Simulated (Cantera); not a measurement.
A perfectly stirred reactor is fed with C₃H₈ : H₂ = 1 : 1.8 (molar parts), at 760 Torr; it is held at 1198 K, and followed from long to short residence time.

Cantera simulation using GRI-Mech 3.0 (53 species, 325 reactions); the numbers are that mechanism's predictions, not measurements. GRI-Mech 3.0 was tuned for natural gas; its chemistry of propane as a main component is partial and can be far from experiment. GRI-Mech 3.0 stops at C3 and has no aromatics, soot or wall deposition, so with more carbon than oxygen in the feed, carbon stays in small species such as C2H2 where larger ones or solid carbon would form.

```csv
quantity,before,after
x(C₃H₈) at τ = 9.60 s,0.000918,0.000391
x(H₂) at τ = 9.60 s,0.379,0.591
x(C₂H₂) at τ = 9.60 s,0.0323,0.00925
x(C₂H) at τ = 9.60 s,8.73e-12,2.36e-12
x(CH₄) at τ = 9.60 s,0.415,0.321
x(C₃H₈) at τ = 74.0 ms,0.0290,0.0126
x(H₂) at τ = 74.0 ms,0.482,0.689
x(C₂H₂) at τ = 74.0 ms,0.0115,0.00559
x(C₂H) at τ = 74.0 ms,8.97e-12,4.33e-12
x(CH₄) at τ = 74.0 ms,0.248,0.160
```

Task: Which change was made?
A) temperature 1198 to 1875 K
B) H2 1.8 to 4.5 parts
C) pressure from 760 Torr to 5.25 Torr
D) pressure from 760 Torr to 10.00 Torr

Result: B, H2 1.8 to 4.5 parts
